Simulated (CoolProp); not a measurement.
A Linde-Hampson liquefier for ethylene: isothermal reversible compression at 320 K from 1 atm to 25 MPa, throttling to 1 atm, return gas leaving the recuperator 5 K below the feed. Each further row changes one setting.

The numbers come from the reference Helmholtz-energy equation of state, Smukala 2000 in CoolProp.

| case | liquid yield per pass | compression work (kJ/kg of gas) |
|---|---|---|
| as stated | (withheld) | 432 |
| high pressure 50 MPa | 0.414 | 491 |
| warm-end temperature 350 K | (withheld) | (withheld) |
| warm-end gap 10 K | 0.412 | 432 |

Problem. Complete the blanks.

Solution. 
- as stated, liquid yield per pass: 0.419
- warm-end temperature 350 K, liquid yield per pass: 0.341
- warm-end temperature 350 K, compression work (kJ/kg of gas): 498
